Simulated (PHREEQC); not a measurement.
Dissolve 0.0037 mol/kgw H2SO4, 0.00025 mol/kgw ZnSO4 and 0.029 mol/kgw MgSO4 at 25 °C. Closed to the air; pH follows from the charge balance.

Computed with PHREEQC (ion-association model, wateq4f.dat).

The ionic strength comes out as 0.0723 mol/kgw. What activity coefficients do HSO4-, SO4-2, Mg+2, Zn+2, H+ get?

HSO4- 0.80, SO4-2 0.41, Mg+2 0.44, Zn+2 0.44, H+ 0.84.

No solid was allowed to form.
